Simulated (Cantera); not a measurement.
# Equilibrium for carbon deposition, reforming and gasification: C2H5OH + NH3

Input: 1 mol C2H5OH, 0.076 mol NH3, held at 0.0240 bar.

Equilibrium computed with Cantera from the NASA thermochemical tables; the gas is ideal and each condensed phase is pure. Candidate condensed phases: C, C6H6, C7H8, C8H18, H2O; 136 gas species. Equilibrium is a limit: real reactors are often held back by kinetics, nucleation or transport.

```
T (°C)   x H2       x H   x CO  x C2H2 (acetylene)  n C(graphite)
------  -----  --------  -----  ------------------  -------------
1325    0.750  0.000297  0.241             2.02e-5          0.999
1425    0.749  0.000808  0.241             5.40e-5          0.998
1525    0.748   0.00197  0.241            0.000129          0.997
1625    0.745   0.00436  0.240            0.000280          0.994
1725    0.741   0.00891  0.240            0.000562          0.990
1825    0.733    0.0170  0.239             0.00105          0.984
1925    0.720    0.0305  0.237             0.00183          0.974
2025    0.700    0.0517  0.235             0.00300          0.961
2125    0.670    0.0833  0.231             0.00463          0.942
2225    0.629     0.128  0.225             0.00675          0.916
2325    0.574     0.186  0.218             0.00924          0.884
2425    0.507     0.259  0.209              0.0119          0.841
2525    0.429     0.343  0.199              0.0142          0.780
2625    0.345     0.433  0.187              0.0158          0.675
```
x: gas mole fraction; n: condensed amount in mol.

From 1325 °C to 2625 °C the condensed part is C(graphite). The main C-bearing gas is CO throughout. The share of C in condensed phases is highest at 1325 °C (50.0 %) and lowest at 2625 °C (33.8 %).
